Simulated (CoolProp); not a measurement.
Water at 356.11 K and 0.00523 MPa flows at 1.3 m/s in a round tube of 12.7 mm bore and 15 µm roughness, fully developed (64/Re and Nu = 3.66 if laminar; Colebrook and Gnielinski if turbulent). Each further row changes one setting.

Values from CoolProp's reference Helmholtz-energy equation of state, Wagner 2002.

```
case              Reynolds number  Darcy friction factor  pressure drop (Pa/m)  heat-transfer coefficient (W/(m² K))  mass flow (kg/h)
----------------  ---------------  ---------------------  --------------------  ------------------------------------  ----------------
as stated                    44.9                   1.42                  3.02                                  6.57            0.0189
velocity 2.6 m/s             89.9                  0.712                  6.04                                  6.57            0.0378
diameter 25.4 mm             89.9                  0.712                 0.755                                  3.28            0.0755
```

Viscosity comes from a separate model (Huber 2009). Thermal conductivity comes from a separate model (Huber 2012).
